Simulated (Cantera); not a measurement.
Cantera run, input and output.

```python
import numpy as np
import cantera as ct

gas = ct.Solution("gri30.yaml")
gas.TPX = 1500, 440000, {'CH4': 1, 'CO': 0.25, 'O2': 2.69, 'N2': 10.1}
reactor = ct.IdealGasConstPressureReactor(gas, energy="on", clone=False)
net = ct.ReactorNet([reactor])
net.rtol, net.atol = 1e-08, 1e-16
show = ['CH4', 'CO', 'O2', 'HCN', 'OH']
times = np.geomspace(3e-06, 2, 14)

steps = ct.SolutionArray(gas, extra=["t"])
rows = []
print(f"{'t/s':>10s}{'T/K':>9s}{'P/Pa':>11s}" + "".join(f"{s:>11s}" for s in show))
for t in times:
    while net.time < t:
        t_next = net.step()
        steps.append(gas.state, t=t_next)
    rows.append([np.interp(t, steps.t, y) for y in (steps.T, steps.P, *steps(*show).X.T)])
    print(f"{t:10.3e}{rows[-1][0]:9.1f}{rows[-1][1]:11.4g}" + "".join(f"{x:11.3e}" for x in rows[-1][2:]))
rate = np.gradient(steps.T, steps.t)
print("integrator steps:", len(steps.t))
if steps.T.max() > steps.T[0] + 200:
    print(f"time of steepest temperature rise: {steps.t[rate.argmax()]:.4e} s")
gas.TPX = 1500, 440000, {'CH4': 1, 'CO': 0.25, 'O2': 2.69, 'N2': 10.1}
gas.equilibrate("HP")
print(f"equilibrium (HP): T = {gas.T:.1f} K  " + "  ".join(f"{s} {gas[s].X[0]:.3e}" for s in show))
```

Output:

```
       t/s      T/K       P/Pa        CH4         CO         O2        HCN         OH
 3.000e-06   1500.0    4.4e+05  7.122e-02  1.781e-02  1.916e-01  2.346e-18  1.678e-08
 8.416e-06   1500.0    4.4e+05  7.122e-02  1.781e-02  1.916e-01  2.179e-17  3.675e-08
 2.361e-05   1500.0    4.4e+05  7.120e-02  1.780e-02  1.916e-01  2.481e-16  1.057e-07
 6.624e-05   1500.4    4.4e+05  7.102e-02  1.780e-02  1.915e-01  4.452e-15  3.916e-07
 1.858e-04   1508.0    4.4e+05  6.928e-02  1.793e-02  1.904e-01  1.349e-13  1.728e-06
 5.213e-04   2756.9    4.4e+05  4.505e-16  1.953e-02  4.512e-02  1.958e-10  1.586e-02
 1.462e-03   2745.5    4.4e+05  4.649e-16  1.945e-02  4.131e-02  3.841e-10  1.509e-02
 4.103e-03   2741.5    4.4e+05  4.703e-16  1.942e-02  3.997e-02  4.453e-10  1.482e-02
 1.151e-02   2741.4    4.4e+05  4.704e-16  1.942e-02  3.994e-02  4.465e-10  1.481e-02
 3.229e-02   2741.4    4.4e+05  4.704e-16  1.942e-02  3.994e-02  4.465e-10  1.481e-02
 9.058e-02   2741.4    4.4e+05  4.704e-16  1.942e-02  3.994e-02  4.465e-10  1.481e-02
 2.541e-01   2741.4    4.4e+05  4.704e-16  1.942e-02  3.994e-02  4.465e-10  1.481e-02
 7.129e-01   2741.4    4.4e+05  4.704e-16  1.942e-02  3.994e-02  4.465e-10  1.481e-02
 2.000e+00   2741.4    4.4e+05  4.704e-16  1.942e-02  3.994e-02  4.465e-10  1.481e-02
integrator steps: 1906
time of steepest temperature rise: 3.5031e-04 s
equilibrium (HP): T = 2741.4 K  CH4 6.379e-16  CO 1.942e-02  O2 3.994e-02  HCN 4.465e-10  OH 1.481e-02
```

Model: GRI-Mech 3.0 (53 species, 325 reactions), integrated in Cantera.
